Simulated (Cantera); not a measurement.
Charge: 1 mol Ti, 11 mol CO, equilibrated at 0.188 Torr.

These are equilibrium values from Cantera (NASA tables, ideal gas, pure condensed phases), not measurements of a reactor. Candidate condensed phases: C, Ti, TiC, TiO, TiO2, Ti2O3, Ti3O5, Ti4O7; 15 gas species. Equilibrium is a limit: real reactors are often held back by kinetics, nucleation or transport. All values below are at 1125 K.

Base state: CO 1.000, CO2 1.46e-5 (mole fractions); condensed: C(graphite) + Ti3O5(s).

Task: What changes in the equilibrium state with this change: pressure from 0.188 Torr to 1.00 Torr?

Result: 
```json
[
 {"species": "CO", "before": "1.000", "after": "1.000"},
 {"species": "CO2", "before": "1.46e-5", "after": "7.79e-5"},
 {"species": "C(graphite), mol", "before": "1.67", "after": "1.75"},
 {"species": "Ti3O5(s), mol", "before": "0.333", "after": "0"},
 {"species": "Ti4O7(s), mol", "before": "0", "after": "0.250"}
]
```
Condensed phases not in the tables: Magnéli phases beyond Ti4O7.
